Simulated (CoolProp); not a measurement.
Saturation properties of chlorine (Tc = 143.7 °C, pc = 7.642 MPa, ω = 0.070).

Values from CoolProp's reference Helmholtz-energy equation of state, Thol 2021.

```
T (°C)  p (MPa)  vapour density (kg/m³)  liquid cp (kJ/(kg K))
------  -------  ----------------------  ---------------------
29.55    0.8759                   27.92                  1.000
33.05    0.9592                   30.47                  1.007
36.65     1.051                   33.29                  1.014
40.25     1.148                   36.30                  1.021
43.75     1.249                   39.43                  1.029
47.35     1.360                   42.86                  1.037
50.95     1.477                   46.53                  1.046
54.45     1.598                   50.34                  1.056
58.05     1.730                   54.52                  1.067
61.55     1.865                   58.84                  1.078
```

It boils at -34.0 °C under 1 atm.
